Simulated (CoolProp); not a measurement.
CHF3 (R23) along the isotherm 283 K: Z from the reference equation and from simpler models built on Tc = 299.3 K, pc = 48.32 bar, ω = 0.263; each cubic takes its own stable root.

The numbers come from the reference Helmholtz-energy equation of state, Penoncello 2003 in CoolProp.

```csv
p (bar),phase,reference,Redlich-Kwong,Peng-Robinson
37.2,liquid,0.1147,0.1556,0.1305
74.3,liquid,0.2126,0.2664,0.2315
112,liquid,0.3070,0.3734,0.3275
149,liquid,0.3964,0.4736,0.4173
186,liquid,0.4832,0.5703,0.5041
223,liquid,0.5679,0.6643,0.5885
260,liquid,0.6510,0.7561,0.6710
297,liquid,0.7327,0.8462,0.7519
335,liquid,0.8152,0.9371,0.8337
372,liquid,0.8944,1.024,0.9123
409,liquid,0.9727,1.110,0.9898
446,liquid,1.050,1.195,1.067
483,liquid,1.126,1.280,1.143
```
